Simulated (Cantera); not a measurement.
## Silicon oxide and oxynitride deposition: HMDSO + O₂

Charge: 1 mol HMDSO, 0.11 mol O₂, at 5.80e-5 bar.

Method: chemical equilibrium by Gibbs-energy minimisation in Cantera with the NASA 1993 tables (ideal gas, pure condensed phases). Candidate condensed phases: C, C₆H₆, C₇H₈, C₈H₁₈, H₂O, Si, SiC, SiO₂; 123 gas species. The feed counts by its element totals alone. Mutual solubility and eutectic melting of coexisting phases are not modelled. Equilibrium is a limit: real reactors are often held back by kinetics, nucleation or transport.

From 923 K to 1073 K the condensed part is C(graphite) + SiC(s) + SiO₂(β-quartz). From 1223 K to 1823 K the condensed part is C(graphite) + SiC(s).

| T (K) | x H₂ | x CO | x H | x Si | n C(graphite) | n SiC(s) | n SiO₂(β-quartz) |
|---|---|---|---|---|---|---|---|
| 923 | 1.000 | 0.000101 | 3.21e-8 | <1e-12 | 4.61 | 1.39 | 0.610 |
| 1073 | 0.974 | 0.0259 | 1.82e-6 | <1e-12 | 4.25 | 1.51 | 0.491 |
| 1223 | 0.881 | 0.119 | 3.70e-5 | 1.07e-10 | 2.78 | 2.00 | 0 |
| 1373 | 0.880 | 0.119 | 0.000410 | 2.83e-8 | 2.78 | 2.00 | 0 |
| 1523 | 0.878 | 0.119 | 0.00284 | 2.47e-6 | 2.79 | 2.00 | 0 |
| 1673 | 0.867 | 0.118 | 0.0139 | 9.62e-5 | 2.79 | 1.99 | 0 |
| 1823 | 0.830 | 0.115 | 0.0518 | 0.00204 | 2.81 | 1.97 | 0 |
x: gas mole fraction; n: condensed amount in mol.
